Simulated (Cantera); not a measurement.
Charge: 1 mol SiCl₄, 0.074 mol C₃H₈, 90 mol H₂, at 2648 K and 0.800 bar.

Cantera equilibrium calculation (NASA polynomials, part measured and part estimated; ideal gas, pure solids and liquids). Candidate condensed phases: C, C₆H₆, C₇H₈, C₈H₁₈, Si, SiC; 109 gas species. The tables' values for SiCl are old estimates; treat these amounts as uncertain. Gases not in the tables: Si₂H₆ and higher silanes. The numbers say what is thermodynamically allowed, not how fast it happens.

Base state: H₂ 0.900, H 0.0493, HCl 0.0382, Si 0.00636, Cl 0.00146, SiH 0.00115, C₂H₂ (acetylene) 0.000854, SiCl₂ 0.000803 (mole fractions); condensed: gas only.

What changes in the equilibrium state with this change: SiCl₄ replaced by Si(CH₃)₄?


| species | before | after |
|---|---|---|
| H₂ | 0.900 | 0.923 |
| H | 0.0493 | 0.0499 |
| C₂H₂ (acetylene) | 0.000854 | 0.0180 |
| HCl | 0.0382 | 0 |
| Si | 0.00636 | 0.00491 |
| Cl | 0.00146 | 0 |
| SiCl₂ | 0.000803 | 0 |
| SiCl | 0.000638 | 0 |
| C₄H₂ | 3.36e-7 | 0.000145 |
| C₂H₂ (vinylidene) | 1.07e-6 | 2.24e-5 |
| C(graphite), mol | 0 | 0.0720 |
